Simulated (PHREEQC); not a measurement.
Dissolve 49 mmol/kgw HF, 0.095 mmol/kgw (CH3)4NF and 5.6 mmol/kgw (NH4)2SiF6 at 24 °C. Closed to the air; pH follows from the charge balance.

Model: ion-association model, wateq4f.dat, run in PHREEQC.

No solid was allowed to form.

Predict the pH, ionic strength.

pH 2.28; ionic strength 0.0229 mol/kgw.

In which forms is F present?

HF 43 %, SiF6-2 41 %, H2F2 8.3 %, F- 6.5 %, HF2- 1.8 % of the F.

Species that the database lacks are ignored. (CH3)4N+ isn't in the database: it is added as a free cation with an ion size of 4 Å. wateq4f.dat counts part of the HF as a dimer, H2F2, which phreeqc.dat doesn't know; its constant is uncertain. SiF6-2 is the database's only silicon fluoride.
